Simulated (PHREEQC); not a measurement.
# Phosphoric acid bath (model solution)

A solution holds 0.011 mol H3PO4, 0.062 mol H2SO4 and 1e-06 mol H4SiO4 per kg of water, at 25 °C. Closed to the air; pH follows from the charge balance.

Computed with PHREEQC (ion-association model, phreeqc.dat).

Each row changes one thing in this solution. This is a speciation only: nothing precipitates in the calculation.

| case | pH | ionic strength (mol/kgw) | H3PO4 (mol/kgw) | H2PO4- (mol/kgw) | HPO4-2 (mol/kgw) | SI of Quartz (SiO2) |
|---|---|---|---|---|---|---|
| as made | 1.19 | 0.0938 | 0.00969 | 0.00131 | 2.57e-9 | -2.01 |
| H3PO4 replaced by KH2PO4 at the same molality | 1.24 | 0.0968 | 0.00954 | 0.00146 | 3.27e-9 | -2.01 |
| temperature from 25 to 20 °C | 1.18 | 0.0960 | 0.00964 | 0.00136 | 2.57e-9 | -1.93 |
| H2SO4 left out | 2.24 | 0.00619 | 0.00481 | 0.00619 | 8.56e-8 | -2.02 |
| H2SO4 from 0.062 to 0.0682 mol/kgw | … | … | 0.00978 | 0.00122 | 2.27e-9 | -2.01 |
| temperature from 25 to 5 °C | … | 0.103 | 0.00944 | … | 2.57e-9 | -1.69 |

Q: Complete the blanks.

A: 
- H2SO4 from 0.062 to 0.0682 mol/kgw, pH: 1.15
- H2SO4 from 0.062 to 0.0682 mol/kgw, ionic strength (mol/kgw): 0.102
- temperature from 25 to 5 °C, pH: 1.16
- temperature from 25 to 5 °C, H2PO4- (mol/kgw): 0.00156

At this temperature some constants are extrapolated from 25 °C, and those without enthalpy data are left unchanged.
